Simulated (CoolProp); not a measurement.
Saturation properties of nitrogen.

Computed with CoolProp (reference Helmholtz-energy equation of state, Span 2000).

```
T (K)  p (MPa)  liquid cp (kJ/(kg K))  liquid viscosity (µPa s)
-----  -------  ---------------------  ------------------------
75.6   0.08196                  2.034                       172
79.1    0.1239                  2.050                       150
82.7    0.1822                  2.073                       131
86.2    0.2565                  2.101                       116
89.7    0.3513                  2.137                       104
93.3    0.4733                  2.185                      92.7
96.8    0.6190                  2.246                      83.3
100.4   0.8001                  2.328                      74.9
103.9    1.010                  2.437                      67.5
107.5    1.264                  2.593                      60.5
111      1.553                  2.817                      54.2
```

It boils at 77.4 K under 1 atm.

Viscosity comes from a separate model (Lemmon 2004).
